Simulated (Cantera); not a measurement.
Feed: 1 mol SiCl4, 2.2 mol HCl, 1.1 mol H2, 1.5 mol Cl2, held at 527 °C and 6300 Torr.

Equilibrium computed with Cantera from the NASA thermochemical tables; the gas is ideal and each condensed phase is pure. Candidate condensed phases: Si; 19 gas species. Kinetics and transport are ignored.

Base state: HCl 0.759, SiCl4 0.172, Cl2 0.0690 (mole fractions); condensed: gas only.

**Question.** What changes in the equilibrium state with this change: temperature from 527 °C to 1175 °C?

**Answer.** 
```json
[
 {"species": "HCl", "before": "0.759", "after": "0.757"},
 {"species": "SiCl4", "before": "0.172", "after": "0.172"},
 {"species": "Cl2", "before": "0.0690", "after": "0.0670"},
 {"species": "Cl", "before": "8.47e-7", "after": "0.00363"}
]
```
